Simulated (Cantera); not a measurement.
# Thermodynamics of titanium nitride, carbide and oxide coatings, feed Ti(OiPr)4 + O2 + H2

Charge: 1 mol Ti(OiPr)4, 4.9 mol O2, 440 mol H2, at 1148.15 K.

Cantera equilibrium calculation (NASA polynomials, part measured and part estimated; ideal gas, pure solids and liquids). Candidate condensed phases: C, C6H6, C7H8, C8H18, H2O, Ti, TiC, TiO, TiO2, Ti2O3, Ti3O5, Ti4O7; 113 gas species. The feed counts by its element totals alone. Mutual solubility and eutectic melting of coexisting phases are not modelled. Condensed phases not in the tables: Magnéli phases beyond Ti4O7. Equilibrium is a limit: real reactors are often held back by kinetics, nucleation or transport.

| P (Pa) | x H2 | x CO | x CH4 | x H2O | x CO2 | n Ti4O7(s) | n TiO2(rutile) |
|---|---|---|---|---|---|---|---|
| 10 | 0.974 | 0.0257 | 2.59e-9 | 0.000105 | 2.35e-6 | 0.250 | 0 |
| 32 | 0.974 | 0.0257 | 2.65e-8 | 0.000105 | 2.35e-6 | 0.250 | 0 |
| 100 | 0.974 | 0.0257 | 2.58e-7 | 0.000105 | 2.35e-6 | 0.250 | 0 |
| 320 | 0.974 | 0.0257 | 2.59e-6 | 0.000107 | 2.40e-6 | 0.250 | 0 |
| 1000 | 0.974 | 0.0257 | 2.15e-5 | 0.000126 | 2.82e-6 | 0.250 | 0 |
| 3200 | 0.974 | 0.0256 | 0.000123 | 0.000225 | 5.01e-6 | 0.250 | 0 |
| 10000 | 0.974 | 0.0253 | 0.000471 | 0.000565 | 1.24e-5 | 0.250 | 0.000854 |
| 32000 | 0.973 | 0.0240 | 0.00185 | 0.00139 | 2.90e-5 | 0 | 1.00 |
| 100000 | 0.970 | 0.0210 | 0.00493 | 0.00442 | 8.10e-5 | 0 | 1.00 |
x: gas mole fraction; n: condensed amount in mol.

From 0.000100 bar to 0.0320 bar the condensed part is Ti4O7(s). At 0.100 bar the condensed part is TiO2(rutile) + Ti4O7(s). From 0.320 bar to 1.00 bar the condensed part is TiO2(rutile).
